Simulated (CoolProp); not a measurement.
n-perfluorohexane at several states: Z from the reference equation and from simpler models built on Tc = 174.9 °C, pc = 1.742 MPa, ω = 0.497; each cubic takes its own stable root.

Model: reference Helmholtz-energy equation of state, Gao 2022, in CoolProp.

```tsv
T (°C)	p (MPa)	phase	reference	van der Waals	Redlich-Kwong	Soave-Redlich-Kwong
-8.95	0.151	liquid	0.01311	0.02368	0.01606	0.01514
-67.65	0.0302	liquid	0.003088	0.005639	0.003790	0.003644
-43.75	0.911	liquid	0.08632	0.1557	0.1054	0.1007
-59.95	0.31	liquid	0.03089	0.05618	0.03783	0.03630
34.35	1.15	liquid	0.09193	0.1635	0.1132	0.1056
```
